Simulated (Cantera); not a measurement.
Cantera run:

```python
import numpy as np
import cantera as ct

gas_names = """
    C CO COS CO2 CS CS2 C2 C2O C3 C3O2 C4 C5 Mg MgO MgS Mg2 O O2 O3 S SO SO2 SO3 S2 S2O S8
""".split()
cond_names = """
    C(gr) Mg(cr) Mg(L) MgCO3(s) MgO(s) MgO(L) MgS(s) MgSO4(s) MgSO4(L) S(cr1) S(cr2) S(L)
""".split()


# ... load() reads the species with a 1 bar reference pressure and builds the phases ...
atoms = {
    'MgCO3': {'Mg': 1, 'C': 1, 'O': 3},
    'SO3': {'S': 1, 'O': 3},
    'CO2': {'C': 1, 'O': 2},
}
top_T = {'C(gr)': 4500, 'MgS(s)': 2250}  # K; cautious upper limits of use, not melting points


# ... equilibrate(T, P, feed) seeds the gas with the atoms and calls Mixture.equilibrate('TP', solver="vcs", rtol=1e-11, max_steps=5000) ...
results = []
feed = {'MgCO3': 1, 'SO3': 0.47, 'CO2': 0.32}  # mol
P = 10000  # Pa
for T in [923, 973, 1023, 1073, 1123, 1173, 1223, 1273, 1323, 1373, 1423, 1473, 1523]:
    mix = equilibrate(T, P, feed)
    results.append((T, P, feed, dict(zip(mix.species_names, mix.species_moles))))
    x = sorted(zip(gas.X, gas.species_names), reverse=True)
    print(f"T = {T:g} K  P = {P:g} Pa  gas = {mix.phase_moles(0):.4g} mol")
    print("   x: " + "  ".join(f"{s} {v:.3e}" for v, s in x if v > 1e-06))
    print("   condensed (mol): " + ("  ".join(f"{mix.phase(i).name} {mix.phase_moles(i):.4g}"
          for i in range(1, mix.n_phases) if mix.phase_moles(i) > 1e-12) or "none"))
```

Output:

```
T = 923 K  P = 10000 Pa  gas = 1.32 mol
   x: CO2 9.997e-01  SO2 2.031e-04  O2 1.015e-04  SO3 3.118e-06
   condensed (mol): MgO(s) 0.5303  MgSO4(s) 0.4697
T = 973 K  P = 10000 Pa  gas = 1.322 mol
   x: CO2 9.983e-01  SO2 1.091e-03  O2 5.455e-04  SO3 2.017e-05
   condensed (mol): MgO(s) 0.5315  MgSO4(s) 0.4685
T = 1023 K  P = 10000 Pa  gas = 1.33 mol
   x: CO2 9.925e-01  SO2 4.945e-03  O2 2.473e-03  SO3 1.079e-04
   condensed (mol): MgO(s) 0.5367  MgSO4(s) 0.4633
T = 1073 K  P = 10000 Pa  gas = 1.36 mol
   x: CO2 9.705e-01  SO2 1.937e-02  O2 9.684e-03  SO3 4.902e-04
   condensed (mol): MgO(s) 0.557  MgSO4(s) 0.443
T = 1123 K  P = 10000 Pa  gas = 1.47 mol
   x: CO2 8.978e-01  SO2 6.682e-02  O2 3.341e-02  SO3 1.934e-03
   condensed (mol): MgO(s) 0.6311  MgSO4(s) 0.3689
T = 1173 K  P = 10000 Pa  gas = 1.931 mol
   x: CO2 6.837e-01  SO2 2.064e-01  O2 1.032e-01  SO3 6.740e-03
   condensed (mol): MgO(s) 0.9415  MgSO4(s) 0.05855
T = 1223 K  P = 10000 Pa  gas = 2.02 mol
   x: CO2 6.535e-01  SO2 2.275e-01  O2 1.138e-01  SO3 5.199e-03
   condensed (mol): MgO(s) 1
T = 1273 K  P = 10000 Pa  gas = 2.021 mol
   x: CO2 6.530e-01  SO2 2.289e-01  O2 1.145e-01  SO3 3.613e-03
   condensed (mol): MgO(s) 1
T = 1323 K  P = 10000 Pa  gas = 2.022 mol
   x: CO2 6.527e-01  SO2 2.298e-01  O2 1.149e-01  SO3 2.576e-03  CO 1.465e-06
   condensed (mol): MgO(s) 1
T = 1373 K  P = 10000 Pa  gas = 2.023 mol
   x: CO2 6.525e-01  SO2 2.304e-01  O2 1.152e-01  SO3 1.881e-03  CO 3.709e-06
   condensed (mol): MgO(s) 1
T = 1423 K  P = 10000 Pa  gas = 2.024 mol
   x: CO2 6.523e-01  SO2 2.309e-01  O2 1.154e-01  SO3 1.404e-03  CO 8.795e-06  O 1.447e-06
   condensed (mol): MgO(s) 1
T = 1473 K  P = 10000 Pa  gas = 2.024 mol
   x: CO2 6.522e-01  SO2 2.312e-01  O2 1.156e-01  SO3 1.069e-03  CO 1.966e-05  O 3.001e-06
   condensed (mol): MgO(s) 1
T = 1523 K  P = 10000 Pa  gas = 2.024 mol
   x: CO2 6.521e-01  SO2 2.314e-01  O2 1.157e-01  SO3 8.285e-04  CO 4.167e-05  O 5.934e-06  SO 1.089e-06
   condensed (mol): MgO(s) 1
```

These are equilibrium values from Cantera (NASA tables, ideal gas, pure condensed phases), not measurements of a reactor. Mutual solubility and eutectic melting of coexisting phases are not modelled.
